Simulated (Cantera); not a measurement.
Feed: 1 mol SiH2Cl2, 0.28 mol NH3, 2.6 mol N2, held at 1.00 mbar.

Method: chemical equilibrium by Gibbs-energy minimisation in Cantera with the NASA 1993 tables (ideal gas, pure condensed phases). Candidate condensed phases: NH4Cl, Si, Si3N4; 28 gas species. Equilibrium is a limit: real reactors are often held back by kinetics, nucleation or transport.

Over these rows the condensed part is Si3N4(s). Partial pressures as log10 of bar:

```json
[
 {"T (K)": "998", "1000/T (1/K)": "1.0020", "log p SiCl2": "-7.90", "log p N2": "-3.31", "log p HCl": "-3.47", "log p H2": "-3.82", "log p SiCl4": "-4.55"},
 {"T (K)": "1048", "1000/T (1/K)": "0.9542", "log p SiCl2": "-7.21", "log p N2": "-3.32", "log p HCl": "-3.46", "log p H2": "-3.83", "log p SiCl4": "-4.58"},
 {"T (K)": "1098", "1000/T (1/K)": "0.9107", "log p SiCl2": "-6.59", "log p N2": "-3.32", "log p HCl": "-3.46", "log p H2": "-3.84", "log p SiCl4": "-4.61"},
 {"T (K)": "1148", "1000/T (1/K)": "0.8711", "log p SiCl2": "-6.03", "log p N2": "-3.32", "log p HCl": "-3.45", "log p H2": "-3.85", "log p SiCl4": "-4.65"},
 {"T (K)": "1198", "1000/T (1/K)": "0.8347", "log p SiCl2": "-5.52", "log p N2": "-3.32", "log p HCl": "-3.45", "log p H2": "-3.85", "log p SiCl4": "-4.70"},
 {"T (K)": "1248", "1000/T (1/K)": "0.8013", "log p SiCl2": "?", "log p N2": "-3.32", "log p HCl": "-3.46", "log p H2": "-3.85", "log p SiCl4": "-4.78"}
]
```

**Question.** Fit log p(SiCl2) = a + b·(1000/T) to the five rows, give the apparent enthalpy, and predict the row at 1248 K.

**Answer.** Means: 1000/T = 0.9145, log p = -6.650. Sxy = -0.248917, Sxx = 0.0174984, so b = -14.23 and a = -6.650 − (-14.23)×0.9145 = 6.36.
Apparent enthalpy: −19.145 × (-14.23) = 272 kJ/mol. With the condensed phases at unit activity, 1/6 Si3N4(s) + 1/2 SiCl4(g) = SiCl2(g) + 1/3 N2(g) links this pressure to the main gases: over the six rows their terms move log p by -0.11 in all, so the slope is close to that reaction's ΔH°. The five rows lie within 0.01 of the line.
Prediction at 1248 K: 6.36 + (-14.23)×0.8013 = -5.04. The computed value is -5.07, 0.03 from the line.
